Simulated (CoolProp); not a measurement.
Computed with CoolProp (reference Helmholtz-energy equation of state, Lemmon 2006). It is a short technical equation, of lower accuracy than the large ones.

Give the vapour pressure (MPa), liquid density (kg/m³), vapour density (kg/m³), enthalpy of vaporisation (kJ/kg) of saturated acetone at 412.1 K.


```json
[
 {"T (K)": "412.1", "p (MPa)": "0.914", "liquid density (kg/m³)": "637", "vapour density (kg/m³)": "19.3", "enthalpy of vaporisation (kJ/kg)": "392"}
]
```
